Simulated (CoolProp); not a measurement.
Vapour-liquid equilibrium of m-xylene (1) + n-nonane (2) at 417.7 K; x and y are mole fractions of (1).

Model: multi-fluid Helmholtz-energy mixture model, Zhou 2012 and Lemmon 2006; pair parameters Bell 2016, in CoolProp.

| x | bubble pressure, mixture model (bar) | bubble pressure, Raoult's law (bar) | y, mixture model | y, Raoult's law |
|---|---|---|---|---|
| 0.05 | 0.8908 | 0.8727 | 0.084 | 0.067 |
| 0.2 | 0.9780 | 0.9199 | 0.286 | 0.255 |
| 0.35 | 1.046 | 0.9670 | 0.444 | 0.424 |
| 0.5 | 1.098 | 1.014 | 0.576 | 0.577 |
| 0.65 | 1.136 | 1.061 | 0.697 | 0.717 |
| 0.8 | 1.161 | 1.108 | 0.818 | 0.845 |
| 0.95 | 1.172 | 1.156 | 0.951 | 0.963 |

The largest gap from Raoult's law is +8.3 % in bubble pressure, at x = 0.5. No azeotrope shows between x = 0.05 and 0.95.

Pair parameters are fitted to limited data, so mixtures are less certain than the pure fluids.
